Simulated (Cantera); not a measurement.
Cantera with NASA thermochemical tables; ideal gases at 1 bar, condensed phases pure. Values are per mole of reaction as written; species without (g) are pure solids or liquids, kept so even where they would boil at 1 bar.

8 NbO2(g) + 3 OH(g) + NO(g) ⇌ NH3(g) + 4 Nb2O5

| T (K) | ΔH° (kJ) | ΔS° (J/K) | ΔG° (kJ) | log10 K |
|---|---|---|---|---|
| 2698 | … | … | … | … |
| 2723 | -5162.8 | -1496.9 | -1086.6 | 20.84 |
| 2748 | … | … | … | … |
| 2773 | … | … | … | … |
| 2798 | -5130.1 | -1485.1 | -974.8 | 18.20 |
| 2823 | -5119.2 | -1481.2 | -937.7 | 17.35 |
| 2848 | -5108.3 | -1477.4 | -900.8 | 16.52 |
| 2873 | -5097.4 | -1473.5 | -863.9 | 15.71 |

### Question
Fill in the missing entries.

### Answer

- 2698, ΔH° (kJ): -5173.7
- 2698, ΔS° (J/K): -1501.0
- 2698, ΔG° (kJ): -1124.1
- 2698, log10 K: 21.76
- 2748, ΔH° (kJ): -5151.9
- 2748, ΔS° (J/K): -1493.0
- 2748, ΔG° (kJ): -1049.3
- 2748, log10 K: 19.94
- 2773, ΔH° (kJ): -5141.0
- 2773, ΔS° (J/K): -1489.0
- 2773, ΔG° (kJ): -1012.0
- 2773, log10 K: 19.06
